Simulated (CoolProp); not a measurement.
Vapour-liquid equilibrium of carbon dioxide (1) + CH2F2 (R32) (2) at -41.15 °C; x and y are mole fractions of (1).

The numbers come from the multi-fluid Helmholtz-energy mixture model, Span 1996 and Tillner-Roth 1997; pair parameters Bell 2016 in CoolProp.

| x | bubble pressure, mixture model (kPa) | bubble pressure, Raoult's law (kPa) | y, mixture model | y, Raoult's law |
|---|---|---|---|---|
| 0.05 | … | 208.1 | 0.225 | 0.231 |
| 0.15 | … | 287.5 | 0.491 | 0.502 |
| 0.25 | 373.4 | 366.9 | 0.641 | 0.656 |
| 0.35 | 454.1 | 446.3 | 0.737 | 0.755 |
| 0.45 | 533.4 | 525.8 | 0.805 | 0.824 |
| 0.55 | 611.2 | 605.2 | 0.856 | 0.875 |
| 0.65 | … | 684.6 | … | 0.914 |
| 0.75 | 764.6 | 764.1 | … | 0.945 |
| 0.85 | 842.0 | 843.5 | … | 0.970 |
| 0.95 | 921.6 | 922.9 | … | 0.991 |

Q: Some entries are withheld; supply them.

A: 
- 0.05, bubble pressure, mixture model (kPa): 209.3
- 0.15, bubble pressure, mixture model (kPa): 291.5
- 0.65, bubble pressure, mixture model (kPa): 688.1
- 0.65, y, mixture model: 0.896
- 0.75, y, mixture model: 0.930
- 0.85, y, mixture model: 0.960
- 0.95, y, mixture model: 0.987

The largest gap from Raoult's law is +1.8 % in bubble pressure, at x = 0.25. No azeotrope shows between x = 0.05 and 0.95.

Pair parameters are fitted to limited data, so mixtures are less certain than the pure fluids.
